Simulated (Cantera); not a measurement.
Input: 1 mol Al, a varied amount of Cl2, 0.83 mol H2, equilibrated at 0.260 bar.

Equilibrium computed with Cantera from the NASA thermochemical tables; the gas is ideal and each condensed phase is pure. Candidate condensed phases: Al, AlCl3; 12 gas species. The tables' values for AlCl2 are old estimates. Rates play no part.

**Question.** What condenses at these points (T in K, n(Cl2) in mol): (473, 1.8); (1273, 1.3); (473, 0.44); (1573, 0.52); (673, 1.3)?

**Answer.** 
```csv
T (K),n(Cl2) in mol,condensed phases,Al condensed (%)
473,1.8,gas only,0.0
1273,1.3,gas only,0.0
473,0.44,Al,70.7
1573,0.52,Al,0.5
673,1.3,Al,13.3
```
